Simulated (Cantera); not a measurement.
An isothermal, constant-pressure homogeneous reactor starts with C2H6 : N2 = 1 : 2.1 (molar parts), at 1423 K and 750 Torr.

Computed with Cantera and GRI-Mech 3.0 (53 species, 325 reactions). GRI-Mech 3.0 stops at C3 and has no aromatics, soot or wall deposition, so with more carbon than oxygen in the feed, carbon stays in small species such as C2H2 where larger ones or solid carbon would form.

Problem. Predict: x(C2H6) at 20.0 s; x(CH3) at 20.0 s; x(C2H4) at 20.0 s; x(HCN) at 20.0 s.

Solution. 
```json
{
 "x(C2H6) at 20.0 s": "0.000101 (gas-phase equilibrium 8.09e-5)",
 "x(CH3) at 20.0 s": "2.72e-5 (gas-phase equilibrium 2.43e-5)",
 "x(C2H4) at 20.0 s": "0.0241 (gas-phase equilibrium 0.0183)",
 "x(HCN) at 20.0 s": "4.89e-9 (gas-phase equilibrium 0.0955)"
}
```
